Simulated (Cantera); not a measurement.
A closed system holds: 1 mol CCl₄, 0.14 mol Si, 14 mol H₂, 0.022 mol HCl, equilibrated at 21.0 mbar.

These are equilibrium values from Cantera (NASA tables, ideal gas, pure condensed phases), not measurements of a reactor. Candidate condensed phases: C, C₆H₆, C₇H₈, C₈H₁₈, Si, SiC; 109 gas species. Kinetics and transport are ignored.

Over these rows the condensed part is C(graphite) + SiC(s). Partial pressures as log10 of bar:

```tsv
T (K)	1000/T (1/K)	log p SiHCl₃	log p H₂	log p HCl
1425	0.7018	-6.12	-1.80	-2.28
1525	0.6557	-6.46	-1.80	-2.29
1625	0.6154	?	-1.80	-2.29
1725	0.5797	-7.03	-1.80	-2.30
1825	0.5479	-7.27	-1.80	-2.30
1925	0.5195	-7.50	-1.80	-2.31
```

### Question
Fit log p(SiHCl₃) = a + b·(1000/T) to the five rows, give the apparent enthalpy, and predict the row at 1625 K.

### Answer
Means: 1000/T = 0.6009, log p = -6.876. Sxy = 0.174018, Sxx = 0.0230682, so b = 7.54 and a = -6.876 − (7.54)×0.6009 = -11.41.
Apparent enthalpy: −19.145 × (7.54) = -144 kJ/mol. With the condensed phases at unit activity, SiC(s) + 3 HCl(g) = SiHCl₃(g) + C(graphite) + H₂(g) links this pressure to the main gases: over the six rows their terms move log p by -0.09 in all, so the slope isn't that reaction's ΔH° alone. The five rows lie within 0.01 of the line.
Prediction at 1625 K: -11.41 + (7.54)×0.6154 = -6.77. The computed value is -6.76, 0.01 from the line.
